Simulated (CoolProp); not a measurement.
Vapour-liquid equilibrium of toluene (1) + n-nonane (2) at 0.293 MPa; x and y are mole fractions of (1).

The numbers come from the multi-fluid Helmholtz-energy mixture model, Lemmon 2006 and Lemmon 2006; pair parameters Bell 2016 in CoolProp.

| x | bubble temperature, mixture model (°C) | bubble temperature, Raoult's law (°C) | y, mixture model | y, Raoult's law |
|---|---|---|---|---|
| 0.05 | ___ | 192.8 | ___ | 0.112 |
| 0.2 | 181.9 | 184.0 | 0.386 | 0.381 |
| 0.35 | 173.7 | 176.5 | ___ | 0.576 |
| 0.5 | ___ | 169.9 | ___ | 0.721 |
| 0.65 | 162.0 | 164.0 | 0.808 | 0.830 |
| 0.8 | ___ | 158.8 | ___ | 0.915 |
| 0.95 | 153.9 | 154.2 | 0.973 | 0.981 |

Task: Fill in the missing entries.

Result: 
- 0.05, bubble temperature, mixture model (°C): 192.1
- 0.05, y, mixture model: 0.115
- 0.35, y, mixture model: 0.573
- 0.5, bubble temperature, mixture model (°C): 167.2
- 0.5, y, mixture model: 0.706
- 0.8, bubble temperature, mixture model (°C): 157.7
- 0.8, y, mixture model: 0.894

The largest gap from Raoult's law is -2.8 K in bubble temperature, at x = 0.35. No azeotrope shows between x = 0.05 and 0.95.

Pair parameters are fitted to limited data, so mixtures are less certain than the pure fluids.
